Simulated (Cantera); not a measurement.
A closed system holds: 1 mol FeS₂, 1 mol H₂, 0.59 mol N₂, held at 3000 Torr.

Method: chemical equilibrium by Gibbs-energy minimisation in Cantera with the NASA 1993 tables (ideal gas, pure condensed phases). Candidate condensed phases: Fe, FeS, FeS₂, S; 16 gas species. FeS: taken at fixed stoichiometry. The numbers say what is thermodynamically allowed, not how fast it happens. All values below are at 1250 °C.

Base state: H₂S 0.378, N₂ 0.336, H₂ 0.189, S₂ 0.0941, SH 0.00237, NH₃ 1.11e-5 (mole fractions); condensed: FeS(l).

Question: What changes in the equilibrium state with this change: pressure from 3000 Torr to 75.0 Torr?

Answer: 
| species | before | after |
|---|---|---|
| H₂ | 0.189 | 0.358 |
| N₂ | 0.336 | 0.304 |
| S₂ | 0.0941 | 0.178 |
| H₂S | 0.378 | 0.155 |
| NH₃ | 1.11e-5 | 6.83e-7 |
| H | 5.03e-6 | 4.37e-5 |
| S | 8.12e-6 | 7.06e-5 |
| SH | 0.00237 | 0.00447 |
| FeS(l), mol | 1.00 | 1.00 |
